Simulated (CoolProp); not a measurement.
Properties of C3F8 (R218) along the isotherm 377.5 K (Tc = 345.0 K, pc = 2640 kPa, ω = 0.317).

The numbers come from the reference Helmholtz-energy equation of state, Lemmon 2006 in CoolProp. It is a short technical equation, of lower accuracy than the large ones.

| p (kPa) | phase | density (kg/m³) | isothermal compressibility (1/MPa) | conductivity (mW/(m K)) | Prandtl number |
|---|---|---|---|---|---|
| 110 | gas | 6.655 | 9.183 | 19.1 | 0.744 |
| 220 | gas | 13.45 | 4.640 | 19.1 | 0.746 |
| 330 | gas | 20.39 | 3.127 | 19.2 | 0.749 |
| 440 | gas | 27.48 | 2.372 | 19.2 | 0.751 |
| 550 | gas | 34.73 | 1.921 | 19.3 | 0.754 |
| 660 | gas | 42.16 | 1.621 | 19.3 | 0.758 |
| 770 | gas | 49.76 | 1.407 | 19.4 | 0.761 |
| 880 | gas | 57.57 | 1.248 | 19.5 | 0.765 |
| 990 | gas | 65.58 | 1.126 | 19.6 | 0.770 |
| 1100 | gas | 73.82 | 1.029 | 19.7 | 0.774 |
| 1210 | gas | 82.29 | 0.9499 | 19.9 | 0.780 |
| 1320 | gas | 91.02 | 0.8852 | 20.0 | 0.786 |

Viscosity comes from a separate model (Huber 2003), an estimate that may be off by 10 % or more. Thermal conductivity comes from a separate model (Huber 2003), an estimate that may be off by 10 % or more.
